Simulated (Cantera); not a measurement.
Cantera run, input and output.

```python
import numpy as np
import cantera as ct

gas = ct.Solution("gri30.yaml", transport_model="multicomponent")
show = ['CH3', 'NH3', 'NO']

rows = []
print(f"{'T/K':>7s}{'rho':>11s}{'cp':>10s}{'mu':>11s}{'lambda':>11s}{'Pr':>7s}" + "".join(f"{'D_' + s:>11s}" for s in show))
for T in [400, 600, 800, 1000, 1200, 1400, 1600, 1800, 2000]:
    gas.TPX = T, 12000, {'H2': 0.35}
    Pr = gas.cp_mass * gas.viscosity / gas.thermal_conductivity
    D = [gas.mix_diff_coeffs_mole[gas.species_index(s)] for s in show]
    rows.append([gas.density, gas.cp_mass, gas.viscosity, gas.thermal_conductivity, Pr, *D])
    print(f"{T:7g}{gas.density:11.4e}{gas.cp_mass:10.1f}{gas.viscosity:11.4e}"
          f"{gas.thermal_conductivity:11.4e}{Pr:7.3f}" + "".join(f"{d:11.4e}" for d in D))
print("SI units: kg/m3, J/kg/K, Pa s, W/m/K, m2/s")
```

It prints:

```
    T/K        rho        cp         mu     lambda     Pr      D_CH3      D_NH3       D_NO
    400 7.2741e-03   14522.5 1.0869e-05 2.2905e-01  0.689 1.0056e-03 1.1411e-03 1.0689e-03
    600 4.8494e-03   14511.2 1.4145e-05 2.9828e-01  0.688 1.9921e-03 2.3217e-03 2.1088e-03
    800 3.6370e-03   14690.4 1.7037e-05 3.6366e-01  0.688 3.2205e-03 3.7983e-03 3.4038e-03
   1000 2.9096e-03   14961.9 1.9676e-05 4.2747e-01  0.689 4.6672e-03 5.5389e-03 4.9292e-03
   1200 2.4247e-03   15377.0 2.2132e-05 4.9349e-01  0.690 6.3160e-03 7.5222e-03 6.6679e-03
   1400 2.0783e-03   15801.0 2.4446e-05 5.5935e-01  0.691 8.1545e-03 9.7327e-03 8.6071e-03
   1600 1.8185e-03   16218.9 2.6644e-05 6.2499e-01  0.691 1.0173e-02 1.2158e-02 1.0736e-02
   1800 1.6165e-03   16619.0 2.8747e-05 6.9016e-01  0.692 1.2364e-02 1.4789e-02 1.3047e-02
   2000 1.4548e-03   16992.6 3.0768e-05 7.5452e-01  0.693 1.4719e-02 1.7617e-02 1.5532e-02
SI units: kg/m3, J/kg/K, Pa s, W/m/K, m2/s
```

Model: GRI-Mech 3.0 (53 species, 325 reactions), integrated in Cantera.
